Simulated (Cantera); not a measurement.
Mixture: 7.05 % C3H8, 19.6 % O2, 73.3 % N2, equivalence ratio 1.8, at 100000 Pa, adiabatic and at constant pressure. Ignition delay is the time to a rise of 400 K.

Model: GRI-Mech 3.0 (53 species, 325 reactions), integrated in Cantera. GRI-Mech 3.0 was tuned for natural gas; its chemistry of propane as a main component is partial and can be far from experiment.

Question: Predict: delay at 1225 K; delay at 1375 K; delay at 1525 K; delay at 1675 K; delay at 1825 K; apparent activation energy between 1750 and 1900 K.

Answer: delay at 1225 K: 3.91 ms
delay at 1375 K: 0.342 ms
delay at 1525 K: 67.9 µs
delay at 1675 K: 24.3 µs
delay at 1825 K: 12.4 µs
apparent activation energy between 1750 and 1900 K: 100 kJ/mol
